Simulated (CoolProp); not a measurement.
Computed with CoolProp (reference Helmholtz-energy equation of state, Schmidt 1985). Above 300 K oxygen's equation is extrapolated.

### Question
For oxygen, give the phase and the cp (kJ/(kg K)), conductivity (mW/(m K)), Prandtl number at -117.35 °C and 0.407 bar; 142.45 °C and 0.78 bar.

### Answer
- -117.35 °C and 0.407 bar: gas; cp 0.913, conductivity 14.3, Prandtl number 0.754
- 142.45 °C and 0.78 bar: gas; cp 0.946, conductivity 35.1, Prandtl number 0.716

Viscosity comes from a separate model (Lemmon 2004). Thermal conductivity comes from a separate model (Lemmon 2004).
